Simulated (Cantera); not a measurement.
Mixture: 4.04 % CH₄, 16.8 % O₂, 63.4 % N₂, 15.7 % CO₂, equivalence ratio 0.48, at 1.28 atm, adiabatic and at constant pressure. Ignition delay is the time to a rise of 400 K.

Cantera simulation using GRI-Mech 3.0 (53 species, 325 reactions); the numbers are that mechanism's predictions, not measurements.

**Question.** Predict: delay at 1100 K; delay at 1200 K; delay at 1300 K; delay at 1400 K; delay at 1500 K; apparent activation energy between 1450 and 1550 K.

**Answer.** 
| Property | Result |
|---|---|
| delay at 1100 K | 0.139 s |
| delay at 1200 K | 32.0 ms |
| delay at 1300 K | 8.53 ms |
| delay at 1400 K | 2.63 ms |
| delay at 1500 K | 0.946 ms |
| apparent activation energy between 1450 and 1550 K | 180 kJ/mol |
